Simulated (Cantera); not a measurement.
What does this Cantera script print?

```python
import numpy as np
import cantera as ct

gas_names = """
    C CN CO CO2 C2 CCN CNC C2N2 C2O C3 C3O2 C4 C4N2 C5 N NCO NO NO2 NO3 N2 N2O O O2 O3 Si SiC SiC2 SiN
    SiO SiO2 Si2 Si2C Si2N Si3
""".split()
cond_names = """
    C(gr) Si(cr) Si(L) SiC(b) SiO2(Lqz) SiO2(hqz) SiO2(L) Si2N2O(s) Si3N4(a)
""".split()


# ... load() reads the species with a 1 bar reference pressure and builds the phases ...
atoms = {
    'SiC': {'Si': 1, 'C': 1},
    'O2': {'O': 2},
    'N2': {'N': 2},
}
top_T = {'C(gr)': 4500, 'SiC(b)': 3050, 'Si2N2O(s)': 2100, 'Si3N4(a)': 2400}  # K; cautious upper limits of use, not melting points


# ... equilibrate(T, P, feed) seeds the gas with the atoms and calls Mixture.equilibrate('TP', solver="vcs", rtol=1e-11, max_steps=5000) ...
results = []
feed = {'SiC': 1, 'O2': 0.007, 'N2': 580}  # mol
T = 2048  # K
P = 0.19  # Pa
mix = equilibrate(T, P, feed)
results.append((T, P, feed, dict(zip(mix.species_names, mix.species_moles))))
x = sorted(zip(gas.X, gas.species_names), reverse=True)
print(f"T = {T:g} K  P = {P:g} Pa  gas = {mix.phase_moles(0):.4g} mol")
print("   x: " + "  ".join(f"{s} {v:.3e}" for v, s in x if v > 0.001))
print("   condensed (mol): " + ("  ".join(f"{mix.phase(i).name} {mix.phase_moles(i):.4g}"
      for i in range(1, mix.n_phases) if mix.phase_moles(i) > 1e-12) or "none"))
```

It prints:

```
T = 2048 K  P = 0.19 Pa  gas = 581.3 mol
   x: N2 9.974e-01  Si 1.635e-03
   condensed (mol): C(gr) 0.3355
```

Equilibrium computed with Cantera from the NASA thermochemical tables; the gas is ideal and each condensed phase is pure.
